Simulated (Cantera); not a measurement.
Input: 1 mol TiCl₄, 0.12 mol H₂O, at 1525 K and 21.0 mbar.

Cantera equilibrium calculation (NASA polynomials, part measured and part estimated; ideal gas, pure solids and liquids). Rates play no part.

| species | before | after |
|---|---|---|
| TiCl₄ | 0.766 | 0.785 |
| HCl | 0.200 | 0.202 |
| TiCl₃ | 0.0172 | 0.00677 |
| Cl | 0.0152 | 0.00562 |
| TiOCl₂ | 0.000125 | 2.35e-5 |
| Cl₂ | 0.00102 | 0.000577 |
| TiO₂(rutile), mol | 0.0599 | 0.0600 |
Gas species are given as mole fractions.

Task: Which change was made?
A. H₂O from 0.12 to 2.5 mol
B. temperature from 1525 K to 1873 K
C. temperature from 1525 K to 2125 K
D. temperature from 1525 K to 1423.15 K

Result: D, temperature from 1525 K to 1423.15 K
